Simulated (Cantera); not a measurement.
A perfectly stirred reactor is fed with NH₃ : H₂ = 1 : 0.78 (molar parts), at 16.5 Torr; it is held at 2325 K, and followed from long to short residence time.

Computed with Cantera and the gas-phase N/H chemistry of the illustrative SiF4/NH3 mechanism in the Surface Chemkin manual (1991). Walls and surfaces, which speed up NH3 decomposition in real reactors, are not modelled.

x: mole fraction; the columns are a selection and need not sum to one.

```json
[
 {"τ (s)": "16", "x NH₃": "6.04e-5", "x H₂": "0.773", "x NH₂": "___", "x N₂": "0.175", "x NH": "1.81e-5"},
 {"τ (s)": "2.4", "x NH₃": "0.00676", "x H₂": "0.809", "x NH₂": "___", "x N₂": "0.177", "x NH": "3.80e-5"},
 {"τ (s)": "0.38", "x NH₃": "0.0676", "x H₂": "0.771", "x NH₂": "___", "x N₂": "0.158", "x NH": "6.37e-5"},
 {"τ (s)": "0.058", "x NH₃": "0.268", "x H₂": "0.635", "x NH₂": "___", "x N₂": "0.0930", "x NH": "9.73e-5"},
 {"τ (s)": "0.0090", "x NH₃": "0.482", "x H₂": "0.490", "x NH₂": "___", "x N₂": "0.0241", "x NH": "0.000108"},
 {"τ (s)": "0.0014", "x NH₃": "0.550", "x H₂": "0.444", "x NH₂": "___", "x N₂": "0.00252", "x NH": "7.84e-5"},
 {"τ (s)": "0.00022", "x NH₃": "0.560", "x H₂": "0.438", "x NH₂": "___", "x N₂": "1.79e-5", "x NH": "9.33e-6"}
]
```

Problem. Fill in the missing entries.

Solution. 
- 16, x NH₂: 1.28e-5
- 2.4, x NH₂: 0.000197
- 0.38, x NH₂: 0.000820
- 0.058, x NH₂: 0.00210
- 0.0090, x NH₂: 0.00308
- 0.0014, x NH₂: 0.00281
- 0.00022, x NH₂: 0.000933
